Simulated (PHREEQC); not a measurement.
Make-up at 25 °C: 0.0037 mol/kgw CuCl2, 0.00028 mol/kgw HBF4 and 0.00025 mol/kgw FeCl3. Closed to the air; pH follows from the charge balance.

Model: ion-association model, phreeqc.dat, run in PHREEQC.

The ionic strength comes out as 0.0120 mol/kgw. What activity coefficients do H+, CuCl+, Cl-, CuF+, FeF+2 get?

H+ 0.91, CuCl+ 0.89, Cl- 0.89, CuF+ 0.89, FeF+2 0.65.

No solid was allowed to form. Examples of supersaturated solids here: Hematite (slow to form), Goethite (slow to form). Others may be too. Real BF4- forms and hydrolyses slowly; the run takes it at equilibrium. Fluoro complexes past AlF4- and FeF3 are missing from the database.
